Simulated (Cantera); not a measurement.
Input (Python, Cantera) and output of one run.

```python
import numpy as np
import cantera as ct

gas_names = """
    H HO2 H2 H2O H2O2 O OH O2 O3 V VO VO2
""".split()
cond_names = """
    H2O(s) H2O(L) V(cr) V(L) VO(s) VO(L) V2O3(s) V2O3(L) V2O4(I) V2O4(II) V2O4(L) V2O5(s) V2O5(L)
""".split()


# ... load() reads the species with a 1 bar reference pressure and builds the phases ...
atoms = {
    'V2O3': {'V': 2, 'O': 3},
    'H2': {'H': 2},
}
top_T = {}  # K; cautious upper limits of use, not melting points


# ... equilibrate(T, P, feed) seeds the gas with the atoms and calls Mixture.equilibrate('TP', solver="vcs", rtol=1e-11, max_steps=5000) ...
results = []
feed = {'V2O3': 1, 'H2': 40}  # mol
P = 133.322  # Pa
for T in [1000, 1100, 1200, 1300, 1400, 1500, 1600, 1700, 1800, 1900, 2000]:
    mix = equilibrate(T, P, feed)
    results.append((T, P, feed, dict(zip(mix.species_names, mix.species_moles))))

top = {s: max(r[3][s] / sum(r[3][g] for g in gas_names) for r in results) for s in gas_names}
cols = sorted((s for s in top if top[s] > 0.001), key=lambda s: -top[s])[:8]
seen = [c for c in cond_names if any(r[3].get(c, 0) > 1e-12 for r in results)]
print("log10 of partial pressures in bar; condensed amounts in mol")
print(f"{'T/K':>10s}" + "".join(f"{s[:9]:>10s}" for s in cols + seen))
for T, P, feed, n in results:
    ng = sum(n[g] for g in gas_names)
    print(f"{T:10.4g}" + "".join(f"{np.log10(max(n[s] / ng * P / 1e5, 1e-99)):10.3f}" for s in cols)
          + "".join(f"{n.get(c, 0):10.4g}" for c in seen))
```

Output:

```
log10 of partial pressures in bar; condensed amounts in mol
       T/K        H2         H       H2O       VO2        VO     VO(s)   V2O3(s)
      1000    -2.875   -10.082    -7.137   -18.722   -19.673  0.004381    0.9978
      1100    -2.875    -9.025    -6.636   -16.164   -17.088   0.01386    0.9931
      1200    -2.875    -8.142    -6.221   -14.042   -14.945   0.03605     0.982
      1300    -2.876    -7.394    -5.871   -12.254   -13.140   0.08067    0.9597
      1400    -2.876    -6.751    -5.573   -10.728   -11.601    0.1605    0.9197
      1500    -2.877    -6.193    -5.315    -9.413   -10.274    0.2909    0.8545
      1600    -2.878    -5.704    -5.090    -8.268    -9.121    0.4885    0.7557
      1700    -2.881    -5.272    -4.893    -7.263    -8.109    0.7708    0.6137
      1800    -2.886    -4.889    -4.721    -6.375    -7.215     1.159     0.413
      1900    -2.894    -4.548    -4.571    -5.586    -6.421     1.703    0.1033
      2000    -2.906    -4.242    -4.626    -5.066    -5.712     1.673         0
```

Method: chemical equilibrium by Gibbs-energy minimisation in Cantera with the NASA 1993 tables (ideal gas, pure condensed phases). Mutual solubility and eutectic melting of coexisting phases are not modelled. VO: taken at fixed stoichiometry. Condensed phases not in the tables: the oxides between V2O3 and V2O5 other than VO2.
